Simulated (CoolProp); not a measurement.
Vapour pressure (kPa) of n-perfluoropentane: the reference equation beside estimates from Tc = 147.9 °C, pc = 2063 kPa, ω = 0.436. Clausius-Clapeyron is anchored at 5.95 °C with a constant enthalpy of vaporisation of 28.00 kJ/mol.

The numbers come from the reference Helmholtz-energy equation of state, Gao 2022 in CoolProp.

```json
[
 {"T (°C)": "-36.85", "reference": "3.767", "Clausius-Clapeyron": "4.430", "van der Waals": "120.6", "Redlich-Kwong": "20.22", "Soave-Redlich-Kwong": "3.750", "Peng-Robinson": "3.990"},
 {"T (°C)": "-26.15", "reference": "7.448", "Clausius-Clapeyron": "8.213", "van der Waals": "157.3", "Redlich-Kwong": "33.25", "Soave-Redlich-Kwong": "7.407", "Peng-Robinson": "7.760"},
 {"T (°C)": "-15.45", "reference": "13.74", "Clausius-Clapeyron": "14.47", "van der Waals": "200.9", "Redlich-Kwong": "51.95", "Soave-Redlich-Kwong": "13.67", "Peng-Robinson": "14.13"},
 {"T (°C)": "-4.75", "reference": "23.88", "Clausius-Clapeyron": "24.36", "van der Waals": "252.2", "Redlich-Kwong": "77.72", "Soave-Redlich-Kwong": "23.77", "Peng-Robinson": "24.32"},
 {"T (°C)": "5.95", "reference": "39.41", "Clausius-Clapeyron": "39.41", "van der Waals": "311.5", "Redlich-Kwong": "112.0", "Soave-Redlich-Kwong": "39.28", "Peng-Robinson": "39.83"},
 {"T (°C)": "16.75", "reference": "62.42", "Clausius-Clapeyron": "61.78", "van der Waals": "380.1", "Redlich-Kwong": "156.8", "Soave-Redlich-Kwong": "62.33", "Peng-Robinson": "62.73"},
 {"T (°C)": "27.45", "reference": "94.62", "Clausius-Clapeyron": "93.43", "van der Waals": "457.2", "Redlich-Kwong": "212.8", "Soave-Redlich-Kwong": "94.72", "Peng-Robinson": "94.76"},
 {"T (°C)": "38.15", "reference": "138.6", "Clausius-Clapeyron": "137.3", "van der Waals": "543.8", "Redlich-Kwong": "281.8", "Soave-Redlich-Kwong": "139.1", "Peng-Robinson": "138.5"},
 {"T (°C)": "48.85", "reference": "196.9", "Clausius-Clapeyron": "196.7", "van der Waals": "640.3", "Redlich-Kwong": "365.3", "Soave-Redlich-Kwong": "198.3", "Peng-Robinson": "196.7"},
 {"T (°C)": "59.55", "reference": "272.5", "Clausius-Clapeyron": "275.4", "van der Waals": "747.1", "Redlich-Kwong": "464.7", "Soave-Redlich-Kwong": "275.2", "Peng-Robinson": "272.4"},
 {"T (°C)": "70.25", "reference": "368.4", "Clausius-Clapeyron": "377.5", "van der Waals": "864.6", "Redlich-Kwong": "581.5", "Soave-Redlich-Kwong": "373.2", "Peng-Robinson": "368.8"},
 {"T (°C)": "80.95", "reference": "487.9", "Clausius-Clapeyron": "507.8", "van der Waals": "993.0", "Redlich-Kwong": "716.9", "Soave-Redlich-Kwong": "495.7", "Peng-Robinson": "489.4"},
 {"T (°C)": "91.65", "reference": "634.7", "Clausius-Clapeyron": "671.2", "van der Waals": "1133", "Redlich-Kwong": "872.3", "Soave-Redlich-Kwong": "646.4", "Peng-Robinson": "638.2"},
 {"T (°C)": "102.35", "reference": "812.7", "Clausius-Clapeyron": "873.1", "van der Waals": "1284", "Redlich-Kwong": "1049", "Soave-Redlich-Kwong": "829.2", "Peng-Robinson": "819.3"},
 {"T (°C)": "113.05", "reference": "1027", "Clausius-Clapeyron": "1119", "van der Waals": "1447", "Redlich-Kwong": "1248", "Soave-Redlich-Kwong": "1048", "Peng-Robinson": "1037"}
]
```

Absolute difference from the reference over all 15 rows, mean and median: Clausius-Clapeyron 4.6 and 2.5 %, van der Waals 674.8 and 292.4 %, Redlich-Kwong 146.6 and 103.3 %, Soave-Redlich-Kwong 0.9 and 0.6 %, Peng-Robinson 1.3 and 0.6 %.
